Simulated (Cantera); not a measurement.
Input: 1 mol BN, 8.1 mol H₂O, 8.6 mol NF₃, held at 3.80e-5 bar.

These are equilibrium values from Cantera (NASA tables, ideal gas, pure condensed phases), not measurements of a reactor. Candidate condensed phases: B, BN, B₂O₃, B₃O₃H₃, H₂O; 62 gas species. Kinetics and transport are ignored.

Task: At 1275 °C, list the 7 most abundant gas species with their mole fractions, and the condensed phases.

Result: HF 0.496, F 0.202, N₂ 0.147, O₂ 0.124, BF₃ 0.0306, NO 0.000508, O 0.000435. Condensed: gas only.
